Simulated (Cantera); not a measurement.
A diamond (100) surface in a fixed gas of H2 with x(CH4) = 0.0051, x(H) = 0.017, at 950 K, 0.220 bar; coverages are run to steady state.

Detailed kinetics in Cantera: the Harris–Goodwin 1993 mechanism for the reconstructed diamond (100) surface.

θ: site fractions in the mechanism's names (c6HH fully hydrogenated, c6H* and c6*H radical sites, c6** diradical, c6HM methylated).

```json
[
 {"x(CH3)": "1e-06", "growth (µm/h)": "0.0920", "θ c6HH": "0.643", "θ c6H*": "0.0149", "θ c6*H": "0.335", "θ c6**": "0.00682", "θ c6HM": "3.99e-5"},
 {"x(CH3)": "2.7e-06", "growth (µm/h)": "(withheld)", "θ c6HH": "0.643", "θ c6H*": "0.0149", "θ c6*H": "0.335", "θ c6**": "0.00681", "θ c6HM": "(withheld)"},
 {"x(CH3)": "7.5e-06", "growth (µm/h)": "(withheld)", "θ c6HH": "0.643", "θ c6H*": "0.0149", "θ c6*H": "0.335", "θ c6**": "0.00681", "θ c6HM": "(withheld)"},
 {"x(CH3)": "2e-05", "growth (µm/h)": "1.84", "θ c6HH": "0.643", "θ c6H*": "0.0149", "θ c6*H": "0.335", "θ c6**": "0.00681", "θ c6HM": "0.000797"},
 {"x(CH3)": "5.6e-05", "growth (µm/h)": "5.13", "θ c6HH": "0.642", "θ c6H*": "0.0148", "θ c6*H": "0.334", "θ c6**": "0.00679", "θ c6HM": "0.00223"},
 {"x(CH3)": "0.00015", "growth (µm/h)": "13.7", "θ c6HH": "0.638", "θ c6H*": "0.0148", "θ c6*H": "0.332", "θ c6**": "0.00675", "θ c6HM": "0.00593"},
 {"x(CH3)": "0.00041", "growth (µm/h)": "36.8", "θ c6HH": "0.630", "θ c6H*": "0.0146", "θ c6*H": "0.328", "θ c6**": "0.00663", "θ c6HM": "0.0160"},
 {"x(CH3)": "0.0011", "growth (µm/h)": "95.2", "θ c6HH": "0.609", "θ c6H*": "0.0141", "θ c6*H": "0.317", "θ c6**": "0.00634", "θ c6HM": "0.0413"},
 {"x(CH3)": "0.0031", "growth (µm/h)": "242", "θ c6HH": "0.556", "θ c6H*": "0.0128", "θ c6*H": "0.288", "θ c6**": "0.00561", "θ c6HM": "0.105"}
]
```

Q: What belongs in the gaps?

A: 
- 2.7e-06, growth (µm/h): 0.248
- 2.7e-06, θ c6HM: 0.000108
- 7.5e-06, growth (µm/h): 0.690
- 7.5e-06, θ c6HM: 0.000299
